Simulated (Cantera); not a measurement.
**Si2Cl6 + NH3 + N2 (silicon nitride deposition)**

A closed system holds: 1 mol Si2Cl6, 2 mol NH3, 51 mol N2, held at 1898 K and 0.570 bar.

Equilibrium computed with Cantera from the NASA thermochemical tables; the gas is ideal and each condensed phase is pure. Candidate condensed phases: NH4Cl, Si, Si3N4; 28 gas species. The feed counts by its element totals alone. The tables' values for SiCl3, SiCl are old estimates; treat these amounts as uncertain. Rates play no part.

The x(N2) comes out as 0.897 and the x(HCl) is 0.0418. The x(H2) is 0.0309, the x(SiCl2) is 0.0281 and the x(SiCl3) is 0.00169. The x(Cl) is 0.000186. The x(H) is 0.000182. The x(SiCl4) is 0.000138, the x(SiCl) is 3.53e-5 and the n(Si3N4(s)) is 0.0898 mol. The gas amount is 57.77 mol and the log10 activity of Si(l) (absent) comes out as -0.74.
